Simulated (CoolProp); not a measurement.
A single-stage vapour-compression cycle with R142b: evaporating at 311.15 K (dew point), condensing at 335.15 K (bubble point), superheat 8 K, subcooling 5 K, compressor efficiency 0.65, no pressure losses. Each further row changes one setting.

Model: reference Helmholtz-energy equation of state, Lemmon 2006, in CoolProp. It is a short technical equation, of lower accuracy than the large ones.

```json
[
 {"case": "as stated", "cooling COP": "___", "pressure ratio": "1.86", "discharge temperature (K)": "350.2", "refrigerating effect (kJ/kg)": "174", "volumetric capacity (kJ/m³)": "3670"},
 {"case": "evaporating temperature 316.15 K", "cooling COP": "10.1", "pressure ratio": "___", "discharge temperature (K)": "348.5", "refrigerating effect (kJ/kg)": "178", "volumetric capacity (kJ/m³)": "4270"},
 {"case": "condensing temperature 330.15 K", "cooling COP": "10.0", "pressure ratio": "1.65", "discharge temperature (K)": "344.0", "refrigerating effect (kJ/kg)": "182", "volumetric capacity (kJ/m³)": "3810"},
 {"case": "subcooling 10 K", "cooling COP": "8.05", "pressure ratio": "1.86", "discharge temperature (K)": "350.2", "refrigerating effect (kJ/kg)": "182", "volumetric capacity (kJ/m³)": "3810"},
 {"case": "superheat 18 K", "cooling COP": "7.80", "pressure ratio": "1.86", "discharge temperature (K)": "360.4", "refrigerating effect (kJ/kg)": "184", "volumetric capacity (kJ/m³)": "3700"},
 {"case": "compressor efficiency 0.55", "cooling COP": "___", "pressure ratio": "1.86", "discharge temperature (K)": "___", "refrigerating effect (kJ/kg)": "174", "volumetric capacity (kJ/m³)": "3670"}
]
```

Complete the blanks.


- as stated, cooling COP: 7.74
- evaporating temperature 316.15 K, pressure ratio: 1.62
- compressor efficiency 0.55, cooling COP: 6.55
- compressor efficiency 0.55, discharge temperature (K): 354.0
